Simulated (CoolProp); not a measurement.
Nitrogen along the isobar 2.13 MPa: density (kg/m³) from the reference equation and from simpler models built on Tc = 126.2 K, pc = 3.396 MPa, ω = 0.037; each cubic takes its own stable root.

Computed with CoolProp (reference Helmholtz-energy equation of state, Span 2000).

```csv
T (K),phase,reference
112.9,liquid,603.9
121.2,gas,85.44
129.6,gas,71.72
137.9,gas,63.36
146.2,gas,57.32
154.6,gas,52.58
162.9,gas,48.78
171.2,gas,45.60
179.6,gas,42.85
```

Task: How far does each simpler model (Redlich-Kwong, Soave-Redlich-Kwong) lie from the reference over these 9 states: mean and median of the absolute difference, and the worst?

Result: 
- Redlich-Kwong: mean 1.2 %, median 0.5 %, worst -7.7 % at 112.9 K and 2.13 MPa
- Soave-Redlich-Kwong: mean 1.0 %, median 0.1 %, worst -7.4 % at 112.9 K and 2.13 MPa
